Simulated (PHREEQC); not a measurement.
Dissolve 2 mmol/kgw Cu(NO3)2, 0.14 mmol/kgw HCl and 80 mmol/kgw Na2SO4 at 25 °C. Closed to the air; pH follows from the charge balance.

The numbers come from PHREEQC with the ion-association model, phreeqc.dat.

Each row changes one thing in this solution. This is a speciation only: nothing precipitates in the calculation.

```tsv
case	pH	ionic strength (mol/kgw)	Cu+2 (mol/kgw)	CuCl+ (mol/kgw)	CuOH+ (mol/kgw)	Cu2(OH)2+2 (mol/kgw)
as made	4.42	0.214	0.000927	1.11e-7	1.09e-7	8.68e-9
Na2SO4 from 0.08 to 0.04 mol/kgw	4.29	0.113	0.00103	1.49e-7	1.03e-7	7.44e-9
temperature from 25 to 35 °C	4.48	(withheld)	0.000914	1.74e-7	1.23e-7	2.89e-8
Na2SO4 left out	3.89	0.00614	0.00200	5.45e-7	1.21e-7	7.62e-9
diluted 2-fold with water	(withheld)	0.112	0.000509	3.71e-8	1.03e-7	7.43e-9
temperature from 25 to 20 °C	4.39	0.215	0.000935	8.83e-8	1.04e-7	4.72e-9
```

Fill in the missing entries.


- temperature from 25 to 35 °C, ionic strength (mol/kgw): 0.213
- diluted 2-fold with water, pH: 4.60
